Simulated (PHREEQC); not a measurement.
Make-up at 20 °C: 0.08 mol/kgw Al2(SO4)3, 0.019 mol/kgw CaCl2 and 0.0007 mol/kgw HCl. Closed to the air; pH follows from the charge balance.

Computed with PHREEQC (ion-association model, phreeqc.dat).

```json
[
 {"quantity": "pH", "before": "3.52", "after": "3.88"},
 {"quantity": "ionic strength (mol/kgw)", "before": "0.291", "after": "0.292"},
 {"quantity": "HSO4- (mol/kgw)", "before": "0.000455", "after": "0.000201"},
 {"quantity": "AlOH+2 (mol/kgw)", "before": "0.000164", "after": "0.000371"},
 {"quantity": "AlHSO4+2 (mol/kgw)", "before": "6.34e-6", "after": "2.79e-6"},
 {"quantity": "Al(OH)2+ (mol/kgw)", "before": "1.03e-6", "after": "5.28e-6"},
 {"quantity": "SI of Gibbsite (Al(OH)3)", "before": "-0.56", "after": "+0.51"}
]
```

Question: Which change was made?
A) temperature from 20 to 35 °C
B) 0.0032 mol/kgw NH3 added
C) HCl replaced by PbCl2 at the same molality
D) CaCl2 from 0.019 to 0.0038 mol/kgw
E) CaCl2 replaced by (CH3)4NCl at the same molality

Answer: C, HCl replaced by PbCl2 at the same molality

This is a speciation only: nothing precipitates in the calculation. Some of these states are supersaturated (in Gypsum, Anglesite, for instance).
